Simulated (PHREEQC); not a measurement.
Make-up at 55 °C: 0.022 mol/kgw NH3. Closed to the air; pH follows from the charge balance.

Equilibrium calculation in PHREEQC: ion-association model, phreeqc.dat.

This is a speciation only: nothing precipitates in the calculation.

Q: What pH, ionic strength, specific conductance does the model give?

A: pH 9.94; ionic strength 0.000655 mol/kgw; specific conductance 308 µS/cm.

Q: In which forms is N present?

A: NH3 97 %, NH4+ 3.0 % of the N.

Away from 25 °C the constants follow the database's enthalpies or fits; those with neither stay at their 25 °C values.
